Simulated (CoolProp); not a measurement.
Computed with CoolProp (reference Helmholtz-energy equation of state, Gao 2020).

Task: Give the vapour pressure (kPa), liquid density (kg/m³), enthalpy of vaporisation (kJ/kg), liquid cp (kJ/(kg K)) of saturated ammonia at 46.65, 58.65 °C.

Result: 
```json
[
 {"T (°C)": "46.65", "p (kPa)": "1860", "liquid density (kg/m³)": "569", "enthalpy of vaporisation (kJ/kg)": "1070", "liquid cp (kJ/(kg K))": "5.02"},
 {"T (°C)": "58.65", "p (kPa)": "2530", "liquid density (kg/m³)": "548", "enthalpy of vaporisation (kJ/kg)": "1010", "liquid cp (kJ/(kg K))": "5.22"}
]
```
